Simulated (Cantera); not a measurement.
A closed system holds: 1 mol (CH3)2SiCl2, 820 mol H2, held at 1.00 Torr.

Cantera equilibrium calculation (NASA polynomials, part measured and part estimated; ideal gas, pure solids and liquids). Candidate condensed phases: C, C6H6, C7H8, C8H18, Si, SiC; 109 gas species. The feed counts by its element totals alone. Rates play no part.

Which condensed phases are stable at each of these points (T (K)): 1825, 1925, 2025, 2125, 2225, 2325, 2425, 2525?


```json
[
 {"T (K)": "1825", "condensed phases": "C(graphite) + SiC(s)", "Si condensed (%)": "91.6"},
 {"T (K)": "1925", "condensed phases": "C(graphite) + SiC(s)", "Si condensed (%)": "50.3"},
 {"T (K)": "2025", "condensed phases": "C(graphite)", "Si condensed (%)": "0.0"},
 {"T (K)": "2125", "condensed phases": "gas only", "Si condensed (%)": "0.0"},
 {"T (K)": "2225", "condensed phases": "gas only", "Si condensed (%)": "0.0"},
 {"T (K)": "2325", "condensed phases": "gas only", "Si condensed (%)": "0.0"},
 {"T (K)": "2425", "condensed phases": "gas only", "Si condensed (%)": "0.0"},
 {"T (K)": "2525", "condensed phases": "gas only", "Si condensed (%)": "0.0"}
]
```

From 1825 K to 1925 K the condensed part is C(graphite) + SiC(s). At 2025 K the condensed part is C(graphite). From 2125 K to 2525 K nothing is condensed.
